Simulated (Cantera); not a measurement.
Input: 1 mol H2S, 0.036 mol H2O, held at 0.353 Torr.

Cantera equilibrium calculation (NASA polynomials, part measured and part estimated; ideal gas, pure solids and liquids). Candidate condensed phases: H2O, H2SO4, S; 19 gas species. Kinetics and transport are ignored.

x: gas mole fraction; nothing condenses.

```tsv
T (°C)	x H	x S	x H2	x S2	x SH	x SO	x O
2102	0.341	0.288	0.275	0.0613	0.0187	0.0121	0.000468
2152	0.394	0.305	0.227	0.0436	0.0155	0.0115	0.000739
2202	0.444	0.315	0.183	0.0301	0.0124	0.0108	0.00115
2252	(withheld)	0.321	(withheld)	(withheld)	(withheld)	(withheld)	(withheld)
2302	0.531	0.324	0.111	0.0139	0.00752	0.00900	0.00254
2352	0.565	0.324	0.0832	0.00944	0.00574	0.00785	0.00356
2402	0.591	0.324	0.0616	0.00648	0.00436	0.00660	0.00474
2452	0.612	0.323	(withheld)	(withheld)	(withheld)	(withheld)	(withheld)
2502	0.627	0.323	0.0329	0.00317	0.00251	0.00418	0.00715
2552	0.638	0.322	0.0240	0.00226	0.00191	0.00317	0.00819
2602	0.645	0.322	0.0175	0.00164	0.00147	0.00236	0.00905
2652	0.651	0.322	0.0128	0.00119	0.00113	0.00172	0.00971
2702	0.655	0.322	0.00945	0.000882	0.000876	0.00125	0.0102
```

Problem. What belongs in the gaps?

Solution. 
- 2252, x H: 0.491
- 2252, x H2: 0.144
- 2252, x S2: 0.0205
- 2252, x SH: 0.00975
- 2252, x SO: 0.0100
- 2252, x O: 0.00174
- 2452, x H2: 0.0452
- 2452, x S2: 0.00451
- 2452, x SH: 0.00330
- 2452, x SO: 0.00535
- 2452, x O: 0.00597
